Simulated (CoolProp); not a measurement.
The fluid at 298.15 K and 0.00844 MPa expands adiabatically to 0.000739 MPa with isentropic efficiency 1. The same conditions are run with several fluids, on thermodynamics alone (safety and materials aside).

Computed with CoolProp (reference Helmholtz-energy equation of state of each fluid (methanol: de Reuck 1993; n-pentane: Thol 2019; isobutane: Bücker 2006; R13: Platzer 1990)). The equations of Platzer and Polt are older, rougher fits.

```json
[
 {"fluid": "methanol", "work (kJ/kg)": "162", "final temperature (K)": "248.8", "final phase": "two-phase, vapour fraction 0.923", "final density (kg/m³)": "0.0125"},
 {"fluid": "n-pentane", "work (kJ/kg)": "76.6", "final temperature (K)": "248.9", "final phase": "gas", "final density (kg/m³)": "0.0258"},
 {"fluid": "isobutane", "work (kJ/kg)": "93.0", "final temperature (K)": "236.9", "final phase": "gas", "final density (kg/m³)": "0.0218"},
 {"fluid": "R13", "work (kJ/kg)": "49.4", "final temperature (K)": "213.8", "final phase": "gas", "final density (kg/m³)": "0.0434"}
]
```
